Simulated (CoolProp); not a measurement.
Saturated liquid density (kg/m³) of R1336mzz(E): the reference equation beside estimates from Tc = 130.4 °C, pc = 2.779 MPa, ω = 0.413. Rackett uses Z = 0.29056 − 0.08775 ω.

Values from CoolProp's reference Helmholtz-energy equation of state, Akasaka 2023.

```
T (°C)  reference  Rackett  van der Waals  Redlich-Kwong  Soave-Redlich-Kwong  Peng-Robinson
------  ---------  -------  -------------  -------------  -------------------  -------------
41.25        1273     1300          717.5           1021                 1100           1247
48.55        1248     1272          702.7          993.8                 1073           1217
55.85        1222     1244          687.1          965.8                 1044           1185
63.25        1193     1213          670.5          935.8                 1013           1150
70.55        1162     1181          653.1          904.5                980.2           1113
77.85        1129     1148          634.6          871.2                944.5           1072
85.15        1094     1111          614.7          835.6                905.7           1027
92.55        1054     1072          592.8          796.5                862.5          977.2
99.85        1009     1028          569.0          754.2                815.0          921.9
107.15      958.4    978.9          542.1          706.9                761.0          858.6
114.45      897.8    920.2          510.6          652.2                697.5          783.8
121.85      817.5    841.9          470.2          583.1                616.2          687.6
```

Absolute difference from the reference over all 12 rows, mean and median: Rackett 2.0 and 1.8 %, van der Waals 43.6 and 43.7 %, Redlich-Kwong 23.6 and 23.2 %, Soave-Redlich-Kwong 17.6 and 16.8 %, Peng-Robinson 6.8 and 5.6 %.
